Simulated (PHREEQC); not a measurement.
# Brine

Dissolve 0.33 mol/kgw HCl and 1.45 mol/kgw MgCl2 at 38 °C. Closed to the air; pH follows from the charge balance.

Model: Pitzer model, pitzer.dat, run in PHREEQC.

Precipitation was switched off in this run.

Task: Estimate the pH, activity of water, density.

Result: pH 0.03; activity of water 0.886; density 1.100 g/cm³.

Species that the database lacks are ignored. In brines, pH and single-ion activities rest on the MacInnes convention. At this temperature some constants are extrapolated from 25 °C, and those without enthalpy data are left unchanged.
